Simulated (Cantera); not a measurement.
# Counterflow diffusion flame

A counterflow diffusion flame at 1.01 bar, nozzles 20 mm apart: fuel side 47.4 % CH4, 9.48 % C2H6, 43.1 % C3H8 at 300 K, oxidiser side 26.0 % O2, 74.0 % N2 at 550 K, fuel mass flux 1.3 times the oxidiser's; mixture-averaged transport, no radiation.

Cantera simulation using GRI-Mech 3.0 (53 species, 325 reactions); the numbers are that mechanism's predictions, not measurements. GRI-Mech 3.0 was tuned for natural gas; its chemistry of propane as a main component is partial and can be far from experiment. GRI-Mech 3.0 has no aromatics or soot, which form on the fuel side of real flames. The maximum strain rate includes the flame's own expansion and is several times the mean.

```json
[
 {"oxidiser flux (kg/m²/s)": "0.25", "max strain (1/s)": "224", "mean strain (1/s)": "33.0", "T max (K)": "2310", "peak x OH": "0.0130", "peak x H": "0.00588", "peak x NO": "0.000524", "peak x CO": "0.0919", "peak x C2H2": "0.0417"},
 {"oxidiser flux (kg/m²/s)": "0.43", "max strain (1/s)": "366", "mean strain (1/s)": "56.7", "T max (K)": "2276", "peak x OH": "0.0130", "peak x H": "0.00642", "peak x NO": "0.000448", "peak x CO": "0.0895", "peak x C2H2": "0.0398"},
 {"oxidiser flux (kg/m²/s)": "0.72", "max strain (1/s)": "587", "mean strain (1/s)": "95.0", "T max (K)": "2246", "peak x OH": "0.0129", "peak x H": "0.00696", "peak x NO": "0.000386", "peak x CO": "0.0875", "peak x C2H2": "0.0377"},
 {"oxidiser flux (kg/m²/s)": "1.2", "max strain (1/s)": "941", "mean strain (1/s)": "158", "T max (K)": "2219", "peak x OH": "0.0128", "peak x H": "0.00750", "peak x NO": "0.000328", "peak x CO": "0.0861", "peak x C2H2": "0.0355"},
 {"oxidiser flux (kg/m²/s)": "2.1", "max strain (1/s)": "1570", "mean strain (1/s)": "277", "T max (K)": "2181", "peak x OH": "0.0123", "peak x H": "0.00797", "peak x NO": "0.000256", "peak x CO": "0.0847", "peak x C2H2": "0.0324"},
 {"oxidiser flux (kg/m²/s)": "3.5", "max strain (1/s)": "2510", "mean strain (1/s)": "462", "T max (K)": "2139", "peak x OH": "0.0116", "peak x H": "0.00819", "peak x NO": "0.000188", "peak x CO": "0.0840", "peak x C2H2": "0.0288"},
 {"oxidiser flux (kg/m²/s)": "5.9", "max strain (1/s)": "4060", "mean strain (1/s)": "779", "T max (K)": "2087", "peak x OH": "0.0105", "peak x H": "0.00807", "peak x NO": "0.000119", "peak x CO": "0.0844", "peak x C2H2": "0.0240"}
]
```
x: mole fraction; the columns are a selection and need not sum to one.
